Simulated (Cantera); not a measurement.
What does this Cantera script print?

```python
import numpy as np
import cantera as ct

surf = ct.Interface("diamond.yaml", "diamond_100")
gas, bulk = surf.adjacent["gas"], surf.adjacent["diamond"]
k = surf.kinetics_species_index(bulk.species_names[0])
cover = ["c6HH", "c6H*", "c6*H", "c6**", "c6HM", "c6B"]

rows, drift = [], 0.0
print(f"{'xH':>10s}{'um/h':>11s}" + "".join(f"{s:>11s}" for s in cover))
for v in [0.0001, 0.00024, 0.00055, 0.0013, 0.0031, 0.0072, 0.017, 0.04, 0.093]:
    T, P, xH, xCH3 = 1125, 9700, v, 0.00051
    gas.TPX = T, P, {"H": xH, "CH3": xCH3, "CH4": 0.013, "H2": 1 - xH - xCH3 - 0.013}
    surf.TP = bulk.TP = T, P
    surf.coverages = "c6H*:0.1, c6HH:0.9"
    surf.advance_coverages(100.0)
    before = surf.coverages
    surf.advance_coverages(100.0)
    drift = max(drift, np.max(np.abs(surf.coverages - before) / (surf.coverages + 1e-9)))
    rate = surf.net_production_rates[k] * bulk.mean_molecular_weight / bulk.density * 3.6e9
    rows.append([rate, *surf[cover].coverages])
    print(f"{v:10.4g}{rate:11.4e}" + "".join(f"{x:11.3e}" for x in rows[-1][1:]))
```

Output:

```
        xH       um/h       c6HH       c6H*       c6*H       c6**       c6HM        c6B
    0.0001 1.5855e+00  5.526e-01  2.226e-02  3.333e-01  3.683e-03  5.235e-02  4.302e-09
   0.00024 4.1200e+00  4.951e-01  2.497e-02  3.738e-01  7.441e-03  5.979e-02  1.118e-08
   0.00055 8.9079e+00  4.703e-01  2.642e-02  3.955e-01  1.165e-02  5.956e-02  2.417e-08
    0.0013 1.6838e+01  4.651e-01  2.760e-02  4.128e-01  1.550e-02  4.965e-02  4.569e-08
    0.0031 2.6273e+01  4.714e-01  2.873e-02  4.292e-01  1.826e-02  3.326e-02  7.129e-08
    0.0072 3.3881e+01  4.795e-01  2.966e-02  4.417e-01  1.989e-02  1.868e-02  9.194e-08
     0.017 3.8739e+01  4.853e-01  3.039e-02  4.493e-01  2.081e-02  9.090e-03  1.051e-07
      0.04 4.1312e+01  4.883e-01  3.114e-02  4.528e-01  2.133e-02  4.128e-03  1.121e-07
     0.093 4.2725e+01  4.896e-01  3.237e-02  4.534e-01  2.175e-02  1.837e-03  1.159e-07
```

Model: the Harris–Goodwin 1993 mechanism for the reconstructed diamond (100) surface, integrated in Cantera.
